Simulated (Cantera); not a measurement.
Feed: 1 mol SiC, 1.2 mol N₂O, 15 mol H₂, equilibrated at 0.00133 bar.

Equilibrium computed with Cantera from the NASA thermochemical tables; the gas is ideal and each condensed phase is pure. Candidate condensed phases: C, C₆H₆, C₇H₈, C₈H₁₈, H₂O, Si, SiC, SiO₂, Si₂N₂O, Si₃N₄; 151 gas species. Gases not in the tables: Si₂H₆ and higher silanes. Equilibrium is a limit: real reactors are often held back by kinetics, nucleation or transport.

Over these rows the condensed part is SiC(s). Partial pressures as log10 of bar:

| T (K) | 1000/T (1/K) | log p Si₂C | log p H₂ | log p N₂ | log p CO | log p SiO |
|---|---|---|---|---|---|---|
| 1648 | 0.6068 | -9.63 | -2.94 | -4.04 | -4.34 | -4.34 |
| 1723 | 0.5804 | -8.77 | -2.94 | -4.04 | -4.34 | -4.34 |
| 1798 | 0.5562 | ? | -2.94 | -4.04 | -4.34 | -4.34 |
| 1873 | 0.5339 | -7.28 | -2.95 | -4.04 | -4.33 | -4.36 |
| 1948 | 0.5133 | -6.65 | -2.96 | -4.05 | -4.30 | -4.40 |
| 2023 | 0.4943 | -6.12 | -2.97 | -4.06 | -4.24 | -4.51 |

Problem. Fit log p(Si₂C) = a + b·(1000/T) to the five rows, give the apparent enthalpy, and predict the row at 1798 K.

Solution. Means: 1000/T = 0.5457, log p = -7.690. Sxy = -0.275242, Sxx = 0.0087683, so b = -31.39 and a = -7.690 − (-31.39)×0.5457 = 9.44.
Apparent enthalpy: −19.145 × (-31.39) = 601 kJ/mol. With the condensed phases at unit activity, 3/2 SiC(s) + 1/2 SiO(g) = Si₂C(g) + 1/2 CO(g) links this pressure to the main gases: over the six rows their terms move log p by -0.13 in all, so the slope is close to that reaction's ΔH°. The five rows lie within 0.04 of the line.
Prediction at 1798 K: 9.44 + (-31.39)×0.5562 = -8.02. The computed value is -7.99, 0.03 from the line.
